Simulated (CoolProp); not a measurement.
Vapour-liquid equilibrium of isobutane (1) + n-butane (2) at 87.4 kPa; x and y are mole fractions of (1).

Model: multi-fluid Helmholtz-energy mixture model, Bücker 2006 and Bücker 2006; pair parameters Kunz 2012, in CoolProp.

| x | bubble temperature, mixture model (°C) | bubble temperature, Raoult's law (°C) | y, mixture model | y, Raoult's law |
|---|---|---|---|---|
| 0.05 | -5.0 | -5.0 | 0.074 | 0.075 |
| 0.2 | -7.0 | -6.9 | 0.276 | 0.279 |
| 0.35 | -8.8 | -8.8 | 0.451 | 0.456 |
| 0.5 | -10.5 | -10.5 | 0.605 | 0.610 |
| 0.65 | -12.1 | -12.1 | 0.740 | 0.744 |
| 0.8 | -13.6 | -13.6 | 0.860 | 0.863 |
| 0.95 | -15.0 | -15.0 | 0.967 | 0.968 |

The largest gap from Raoult's law is -0.1 K in bubble temperature, at x = 0.2. No azeotrope shows between x = 0.05 and 0.95.

Pair parameters are fitted to limited data, so mixtures are less certain than the pure fluids.
